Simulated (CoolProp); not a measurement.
Vapour-liquid equilibrium of methanol (1) + toluene (2) at 397.1 K; x and y are mole fractions of (1).

Computed with CoolProp (multi-fluid Helmholtz-energy mixture model, de Reuck 1993 and Lemmon 2006; pair parameters Bell 2016).

```tsv
x	bubble pressure, mixture model (MPa)	bubble pressure, Raoult's law (MPa)	y, mixture model	y, Raoult's law
0.05	0.2783	0.1743	0.471	0.205
0.125	0.4054	0.2170	0.642	0.412
0.2	0.4801	0.2597	0.703	0.551
0.275	0.5253	0.3024	0.734	0.650
0.35	0.5547	0.3451	0.753	0.725
0.425	0.5764	0.3878	0.769	0.784
0.5	0.5950	0.4304	0.783	0.831
0.575	0.6129	0.4731	0.799	0.869
0.65	0.6313	0.5158	0.819	0.901
0.725	0.6503	0.5585	0.843	0.928
0.8	0.6696	0.6012	0.875	0.951
0.875	0.6882	0.6439	0.914	0.972
0.95	0.7051	0.6866	0.963	0.989
```

The largest gap from Raoult's law is +86.8 % in bubble pressure, at x = 0.125. No azeotrope shows between x = 0.05 and 0.95.

Pair parameters are fitted to limited data, so mixtures are less certain than the pure fluids. With so large a gap from Raoult's law the liquid may split in two, which this calculation doesn't test in full.
